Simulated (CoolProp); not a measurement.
R1234ze(E) along the isobar 15 MPa: density (kg/m³) from the reference equation and from simpler models built on Tc = 382.5 K, pc = 3.635 MPa, ω = 0.313; each cubic takes its own stable root.

Computed with CoolProp (reference Helmholtz-energy equation of state, Thol 2016).

```
T (K)          phase  reference
-----  -------------  ---------
183.5         liquid       1494
213.1         liquid       1425
242.6         liquid       1357
272.2         liquid       1287
301.8         liquid       1213
331.3         liquid       1135
360.9         liquid       1049
390.4  supercritical      954.9
420    supercritical      850.2
```

Task: How far does each simpler model (Redlich-Kwong, Soave-Redlich-Kwong, Peng-Robinson) lie from the reference over these 9 states: mean and median of the absolute difference, and the worst?

Result: 
- Redlich-Kwong: mean 10.4 %, median 10.6 %, worst -12.2 % at 183.5 K and 15 MPa
- Soave-Redlich-Kwong: mean 9.2 %, median 8.9 %, worst -10.8 % at 420 K and 15 MPa
- Peng-Robinson: mean 2.0 %, median 1.9 %, worst +3.5 % at 301.8 K and 15 MPa
